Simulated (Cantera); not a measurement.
# CHF3 + CH4 + H2 (fluorocarbon and chlorocarbon gases)

Charge: 1 mol CHF3, a varied amount of CH4, 0.082 mol H2, held at 1723 K and 133 Pa.

Cantera equilibrium calculation (NASA polynomials, part measured and part estimated; ideal gas, pure solids and liquids). Candidate condensed phases: C, C6H6, C7H8, C8H18; 95 gas species. Gases not in the tables: C2F6 and larger saturated fluorocarbons. Kinetics and transport are ignored.

```
n(CH4) (mol)   x HF     x H2   x CF4     x CF2  n C(graphite)
------------  -----  -------  ------  --------  -------------
0.22          0.889  1.36e-8  0.0994   0.00664          0.976
0.38          0.968  3.15e-8  0.0259   0.00339           1.30
0.53          0.954   0.0446  <1e-12   2.33e-9           1.53
0.68          0.871    0.127  <1e-12  6.79e-10           1.68
0.83          0.801    0.197  <1e-12  3.72e-10           1.83
0.99          0.738    0.260  <1e-12  2.39e-10           1.99
1.1           0.700    0.298  <1e-12  1.88e-10           2.10
1.3           0.640    0.357  <1e-12  1.31e-10           2.30
1.4           0.614    0.383  <1e-12  1.12e-10           2.40
1.6           0.567    0.430  <1e-12  8.54e-11           2.60
1.7           0.546    0.450  <1e-12  7.56e-11           2.70
1.9           0.509    0.487  <1e-12  6.07e-11           2.90
```
x: gas mole fraction; n: condensed amount in mol.

From 0.22 mol CH4 to 1.9 mol CH4 the condensed part is C(graphite). The main C-bearing gas is CF4 at 0.22 mol CH4 and C2H2 (acetylene) at 1.9 mol CH4.
